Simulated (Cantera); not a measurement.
Equilibrium for boron, boron nitride and boron oxide: B + N₂

Charge: 1 mol B, 17 mol N₂, equilibrated at 0.585 Torr.

Cantera equilibrium calculation (NASA polynomials, part measured and part estimated; ideal gas, pure solids and liquids). Candidate condensed phases: B, BN; 5 gas species. N₂ is the only nitrogen source here; it is nearly inert below about 1500 K, so the nitride shown seldom forms there in practice. Rates play no part.

```tsv
T (K)	log p N₂	log p B	log p BN	log p N	n BN(s)	n B(s)
975	-3.11	<-15	<-15	<-15	1.00	0
1075	-3.11	<-15	<-15	<-15	1.00	0
1175	-3.11	<-15	<-15	<-15	1.00	0
1275	-3.11	<-15	<-15	<-15	1.00	0
1375	-3.11	<-15	<-15	<-15	1.00	0
1475	-3.11	-14.77	<-15	-15.05	1.00	0
1575	-3.11	-12.95	-13.86	-13.98	1.00	0
1675	-3.11	-11.36	-12.43	-13.03	1.00	0
1775	-3.11	-9.94	-11.17	-12.19	1.000	0
1875	-3.11	-8.68	-10.05	-11.43	1.000	0
1975	-3.11	-7.55	-9.04	-10.76	0.999	0
2075	-3.11	-6.53	-8.13	-10.15	0.994	0
2175	-3.11	-5.71	-7.41	-9.59	0	0.957
2275	-3.11	-5.13	-6.92	-9.08	0	0.835
```
log p: log10 of the partial pressure in bar; n: condensed amount in mol.

From 975 K to 2075 K the condensed part is BN(s). From 2175 K to 2275 K the condensed part is B(s).
